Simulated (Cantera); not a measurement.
## Premixed flame

A freely propagating, adiabatic, planar premixed flame of 6.71 % CH4, 1.14 % C2H6, 25.6 % O2, 66.5 % N2, unburnt at 375 K and 37000 Pa; mixture-averaged transport, grid criteria slope 0.08 and curve 0.16, no radiation.

Computed with Cantera and GRI-Mech 3.0 (53 species, 325 reactions). Burning velocities carry a grid error of a few per cent, more on coarse grids.

| z (mm) | T (K) | u (m/s) | x CH4 | x C2H6 | x O2 | x CO2 | x HCN | x CH2CO |
|---|---|---|---|---|---|---|---|---|
| -2.29 | 375 | 0.822 | 0.0670 | 0.0114 | 0.256 | 2.80e-8 | <1e-8 | <1e-8 |
| -1.53 | 376 | 0.824 | 0.0670 | 0.0114 | 0.256 | 7.61e-7 | <1e-8 | <1e-8 |
| -1.15 | 379 | 0.833 | 0.0667 | 0.0114 | 0.255 | 6.99e-6 | <1e-8 | 2.04e-8 |
| -0.765 | 415 | 0.915 | 0.0650 | 0.0112 | 0.252 | 0.000139 | <1e-8 | 5.67e-7 |
| -0.382 | 780 | 1.75 | 0.0497 | 0.00866 | 0.223 | 0.00359 | 6.01e-8 | 2.67e-5 |
| -0.191 | 1196 | 2.71 | 0.0300 | 0.00399 | 0.183 | 0.0109 | 1.77e-7 | 0.000119 |
| 0 | 1590 | 3.64 | 0.00887 | 0.000311 | 0.136 | 0.0235 | 3.65e-7 | 0.000172 |
| 0.191 | 1755 | 4.02 | 0.000980 | 1.88e-6 | 0.107 | 0.0378 | 3.16e-7 | 4.18e-5 |
| 0.382 | 1800 | 4.11 | 5.88e-5 | <1e-8 | 0.0963 | 0.0493 | 1.28e-7 | 3.23e-6 |
| 0.765 | 1850 | 4.20 | 1.97e-7 | <1e-8 | 0.0896 | 0.0626 | 1.31e-8 | 1.30e-8 |
| 1.53 | 1916 | 4.32 | <1e-8 | <1e-8 | 0.0860 | 0.0713 | <1e-8 | <1e-8 |
| 3.06 | 1995 | 4.48 | <1e-8 | <1e-8 | 0.0841 | 0.0756 | <1e-8 | <1e-8 |
| 6.12 | 2073 | 4.63 | <1e-8 | <1e-8 | 0.0828 | 0.0794 | <1e-8 | <1e-8 |
x: mole fraction of selected species; z is measured from the peak of heat release.

laminar burning velocity: 82.2 cm/s
thermal thickness: 0.765 mm
peak x(HCN): 3.93e-7
peak x(CH2CO): 0.000185
grid points: 148
